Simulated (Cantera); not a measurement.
## Diamond growth

A diamond (100) surface in a fixed gas of H2 with x(CH4) = 0.004, x(H) = 0.0028, at 1125 K, 90.0 Torr; coverages are run to steady state.

Detailed kinetics in Cantera: the Harris–Goodwin 1993 mechanism for the reconstructed diamond (100) surface.

```csv
x(CH3),growth (µm/h),θ c6HH,θ c6H*,θ c6*H,θ c6**,θ c6HM
1e-06,0.0705,0.496,0.0303,0.453,0.0199,8.00e-5
2.4e-06,0.169,0.496,0.0303,0.453,0.0199,0.000192
6e-06,0.423,0.496,0.0303,0.453,0.0199,0.000479
1.5e-05,1.06,0.496,0.0303,0.452,0.0198,0.00120
3.5e-05,2.45,0.494,0.0302,0.451,0.0197,0.00278
8.6e-05,5.98,0.491,0.0300,0.448,0.0195,0.00679
0.00021,14.3,0.484,0.0296,0.441,0.0190,0.0163
0.00051,33.2,0.469,0.0285,0.426,0.0179,0.0377
0.0013,75.7,0.433,0.0261,0.390,0.0154,0.0863
```
θ: site fractions in the mechanism's names (c6HH fully hydrogenated, c6H* and c6*H radical sites, c6** diradical, c6HM methylated).
